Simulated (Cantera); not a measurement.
Gas-phase reforming

An isothermal, constant-pressure homogeneous reactor starts with CH4 : CO2 : H2 = 1 : 2.6 : 0.067 (molar parts), at 1798 K and 5.00 bar.

Detailed kinetics in Cantera: GRI-Mech 3.0 (53 species, 325 reactions).

```csv
t (s),x CH4,x CO2,x H2,x OH,x CH2,x H2O
2.00e-5,0.269,0.708,0.0204,3.04e-7,2.30e-7,0.000273
5.49e-5,0.259,0.704,0.0270,5.38e-7,4.23e-7,0.00123
0.000151,0.231,0.687,0.0512,9.94e-7,4.62e-7,0.00580
0.000413,0.178,0.636,0.0961,1.73e-6,3.38e-7,0.0242
0.00113,0.111,0.534,0.122,3.23e-6,2.99e-7,0.0815
0.00311,0.0466,0.377,0.0949,6.52e-6,3.72e-7,0.187
0.00854,0.0166,0.262,0.0871,8.89e-6,3.54e-7,0.236
0.0234,0.0122,0.199,0.120,6.79e-6,1.67e-7,0.216
0.0643,0.00814,0.149,0.160,4.98e-6,5.70e-8,0.189
0.176,0.00301,0.122,0.189,4.07e-6,1.15e-8,0.171
0.484,0.000140,0.115,0.197,3.88e-6,3.72e-10,0.167
1.33,1.28e-7,0.115,0.198,3.91e-6,<1e-12,0.167
3.64,1.23e-7,0.115,0.198,3.91e-6,<1e-12,0.167
10.0,1.23e-7,0.115,0.198,3.91e-6,<1e-12,0.167
```
x: mole fraction; the columns are a selection and need not sum to one.

Equilibrium at this temperature and pressure: CH4 1.32e-7, CO2 0.115, H2 0.198, OH 3.91e-6, CH2 <1e-12, H2O 0.167 (gas phase only).
